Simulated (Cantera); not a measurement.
Charge: 1 mol AlN, 1.3 mol H₂O, 29 mol H₂, equilibrated at 1150 K and 0.000280 bar.

Cantera equilibrium calculation (NASA polynomials, part measured and part estimated; ideal gas, pure solids and liquids). Candidate condensed phases: Al, AlN, Al₂O₃, H₂O; 35 gas species. Mutual solubility and eutectic melting of coexisting phases are not modelled. The numbers say what is thermodynamically allowed, not how fast it happens.

### Question
What is the equilibrium state?

### Answer
- x(H₂): 0.986
- x(N₂): 0.0141
- x(H): 4.43e-6
- n(AlN(s)): 0.133 mol
- n(Al₂O₃(s)): 0.433 mol
- gas amount: 30.73 mol
- log10 activity of Al(l) (absent): -6.12
